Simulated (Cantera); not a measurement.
Charge: 1 mol Fe₃O₄, 0.011 mol Cl₂, held at 1625 K and 1 atm.

Method: chemical equilibrium by Gibbs-energy minimisation in Cantera with the NASA 1993 tables (ideal gas, pure condensed phases). Candidate condensed phases: Fe, FeCl₂, FeCl₃, FeO, Fe₂O₃, Fe₃O₄; 13 gas species. Mutual solubility and eutectic melting of coexisting phases are not modelled. Kinetics and transport are ignored.

Base state: FeCl₂ 0.550, FeCl₃ 0.249, O₂ 0.0927, Cl₂ 0.0689, Cl 0.0332, Fe₂Cl₄ 0.00514, Fe₂Cl₆ 0.000279, ClO 0.000216 (mole fractions); condensed: Fe₂O₃(s) + Fe₃O₄(s).

Question: What changes in the equilibrium state with this change: temperature from 1625 K to 1700 K?

Answer: 
```json
[
 {"species": "FeCl₂", "before": "0.550", "after": "0.406"},
 {"species": "O₂", "before": "0.0927", "after": "0.355"},
 {"species": "FeCl₃", "before": "0.249", "after": "0.124"},
 {"species": "Cl", "before": "0.0332", "after": "0.0483"},
 {"species": "Cl₂", "before": "0.0689", "after": "0.0639"},
 {"species": "Fe₂Cl₆", "before": "0.000279", "after": "4.57e-5"},
 {"species": "O", "before": "5.89e-6", "after": "2.65e-5"},
 {"species": "Fe₂O₃(s), mol", "before": "0.0289", "after": "0"},
 {"species": "Fe₃O₄(s), mol", "before": "0.978", "after": "0.997"}
]
```
